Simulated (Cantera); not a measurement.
A closed system holds: 1 mol BCl3, 15 mol H2, 43 mol N2, equilibrated at 923 K and 100 Torr.

Equilibrium computed with Cantera from the NASA thermochemical tables; the gas is ideal and each condensed phase is pure. Candidate condensed phases: B, BN, NH4Cl; 21 gas species. N2 is the only nitrogen source here; it is nearly inert below about 1500 K, so the nitride shown seldom forms there in practice. The numbers say what is thermodynamically allowed, not how fast it happens.

Base state: N2 0.720, H2 0.229, HCl 0.0508, NH3 1.25e-5 (mole fractions); condensed: BN(s).

Problem. What changes in the equilibrium state with this change: BCl3 replaced by borazine?

Solution. 
```tsv
species	before	after
N2	0.720	0.705
H2	0.229	0.295
NH3	1.25e-5	1.81e-5
HCl	0.0508	0
BN(s), mol	1.00	3.00
```
The feed counts by its element totals alone.

Problem. What changes in the equilibrium state with this change: temperature from 923 K to 2000 K?

Solution. 
```json
[
 {"species": "N2", "before": "0.720", "after": "0.719"},
 {"species": "H2", "before": "0.229", "after": "0.228"},
 {"species": "HCl", "before": "0.0508", "after": "0.0501"},
 {"species": "H", "before": "<1e-9", "after": "0.00213"},
 {"species": "BCl", "before": "<1e-9", "after": "0.000227"},
 {"species": "Cl", "before": "<1e-9", "after": "0.000349"},
 {"species": "BCl2", "before": "<1e-9", "after": "1.70e-5"},
 {"species": "NH3", "before": "1.25e-5", "after": "2.47e-7"},
 {"species": "BN(s), mol", "before": "1.00", "after": "0.985"}
]
```
The tables' values for BCl, BCl2 are old estimates; treat these amounts as uncertain.
